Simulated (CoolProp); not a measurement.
Properties of chloromethane (R40) along the isotherm 331.7 K.

Model: reference Helmholtz-energy equation of state, Thol 2014, in CoolProp.

```tsv
p (bar)	phase	cv (kJ/(kg K))	expansivity (1/kK)
1.1	gas	0.6991	3.152
2.08	gas	0.7083	3.284
3.94	gas	0.7271	3.562
7.46	gas	0.7687	4.222
14.1	liquid	0.9651	2.972
26.8	liquid	0.9612	2.861
50.9	liquid	0.9550	2.682
96.4	liquid	0.9458	2.426
183	liquid	0.9343	2.101
346	liquid	0.9238	1.745
```
